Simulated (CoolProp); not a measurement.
Computed with CoolProp (reference Helmholtz-energy equation of state, de Reuck 1993).

Problem. For methanol, give the phase and the viscosity (µPa s), Prandtl number, fugacity coefficient at 325.4 K and 128 bar; 547.4 K and 128 bar; 567.5 K and 128 bar.

Solution. 
- 325.4 K and 128 bar: liquid; viscosity 408, Prandtl number 5.47, fugacity coefficient 0.00566
- 547.4 K and 128 bar: supercritical; viscosity 33.8, Prandtl number 3.52, fugacity coefficient 0.611
- 567.5 K and 128 bar: supercritical; viscosity 26.1, Prandtl number 1.97, fugacity coefficient 0.672

Viscosity comes from a separate model (Xiang 2006). Thermal conductivity comes from a separate model (Sykioti 2013).
